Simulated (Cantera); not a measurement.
Input (Python, Cantera) and output of one run.

```python
import numpy as np
import cantera as ct

gas_names = """
    Fe FeO Fe(OH)2 H HO2 H2 H2O H2O2 O OH O2 O3
""".split()
cond_names = """
    Fe(a) Fe(c) Fe(d) Fe(L) FeO(s) FeO(L) Fe(OH)2(s) Fe(OH)3(s) Fe2O3(s) Fe3O4(s) H2O(s) H2O(L)
""".split()


def load(file, names, dense=False):
    # The tables refer to 1 bar. Condensed volumes are neglected.
    table = {s.name: s for s in ct.Species.list_from_file(file)}
    out = []
    for n in names:
        d = dict(table[n].input_data)
        d["thermo"] = dict(d["thermo"], **{"reference-pressure": 1e5})
        if dense:
            d["equation-of-state"] = {"model": "constant-volume", "density": "1e6 g/cm^3"}
        out.append(ct.Species.from_dict(d))
    return out


gas = ct.Solution(thermo="ideal-gas", species=load("nasa_gas.yaml", gas_names))
cond = {s.name: ct.Solution(thermo="fixed-stoichiometry", species=[s], name=s.name)
        for s in load("nasa_condensed.yaml", cond_names, dense=True)}
atoms = {
    'Fe2O3': {'Fe': 2, 'O': 3},
    'H2O': {'H': 2, 'O': 1},
    'H2': {'H': 2},
}
top_T = {'Fe2O3(s)': 1830, 'Fe3O4(s)': 1870}  # K; cautious upper limits of use, not melting points


def equilibrate(T, P, feed):
    n = {}
    for name, mol in feed.items():
        for a, k in atoms[name].items():
            n[a] = n.get(a, 0.0) + k * mol
    gas.TPX = T, P, n
    mass = sum(n.values()) * gas.mean_molecular_weight
    gas.equilibrate("TP")
    valid = [c for c in cond.values() if c.min_temp <= T <= top_T.get(c.name, c.max_temp)]
    mix = ct.Mixture([(gas, mass / gas.mean_molecular_weight)] + [(c, 0.0) for c in valid])
    mix.T, mix.P = T, P
    mix.equilibrate("TP", solver="vcs", rtol=1e-11, max_steps=5000)
    return mix


results = []
feed = {'Fe2O3': 1, 'H2O': 0.3, 'H2': 2.2}  # mol
T = 1650  # K
P = 12000  # Pa
mix = equilibrate(T, P, feed)
results.append((T, P, feed, dict(zip(mix.species_names, mix.species_moles))))
print(gas.report(threshold=0.0001))
for i in range(1, mix.n_phases):
    print(f"{mix.phase(i).name:16s} {mix.phase_moles(i):12.5e} mol")
```

Result:

```
       temperature   1650 K
          pressure   12000 Pa
           density   0.0090421 kg/m^3
  mean mol. weight   10.337 kg/kmol
   phase of matter   gas

                          1 kg             1 kmol
                     ---------------   ---------------
          enthalpy       -7.4555e+06        -7.707e+07  J
   internal energy       -8.7827e+06       -9.0789e+07  J
           entropy             23556         2.435e+05  J/K
    Gibbs function       -4.6322e+07       -4.7885e+08  J
 heat capacity c_p            3984.2             41186  J/K
 heat capacity c_v            3179.9             32871  J/K

                      mass frac. Y      mole frac. X     chem. pot. / RT
                     ---------------   ---------------   ---------------
                 H        1.7714e-05        0.00018166            -10.87
                H2          0.093582           0.47985           -21.739
               H2O           0.90607           0.51992           -47.061
     [   +9 minor]        0.00032654        4.8537e-05

Fe(c)             0.00000e+00 mol
FeO(s)            0.00000e+00 mol
FeO(L)            1.99990e+00 mol
Fe2O3(s)          0.00000e+00 mol
Fe3O4(s)          0.00000e+00 mol
```

Cantera equilibrium calculation (NASA polynomials, part measured and part estimated; ideal gas, pure solids and liquids). The tables' stoichiometric FeO is somewhat more stable than real wüstite, so its field is too wide. FeO: taken at fixed stoichiometry.
